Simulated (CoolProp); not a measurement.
A single-stage vapour-compression cycle with R114: evaporating at 325.15 K (dew point), condensing at 379.15 K (bubble point), superheat 10 K, subcooling 5 K, compressor efficiency 0.65, no pressure losses. Each further row changes one setting.

Values from CoolProp's reference Helmholtz-energy equation of state, Platzer 1990. This equation is an older, rougher fit; its heat capacities, sound speeds and derivatives of the liquid may be far off and weren't checked against measurements.

```
case                              cooling COP  pressure ratio  discharge temperature (K)  refrigerating effect (kJ/kg)  volumetric capacity (kJ/m³)
--------------------------------  -----------  --------------  -------------------------  ----------------------------  ---------------------------
as stated                                2.71            3.39                      385.8                          70.3                         2280
evaporating temperature 330.15 K         3.15            2.98                      386.1                          73.3                         2700
condensing temperature 374.15 K          3.17            3.07                      381.2                          76.1                         2470
subcooling 10 K                          2.94            3.39                      385.8                          76.2                         2480
superheat 20 K                           2.85            3.39                      395.4                          78.1                         2430
compressor efficiency 0.55               2.29            3.39                      390.6                          70.3                         2280
```
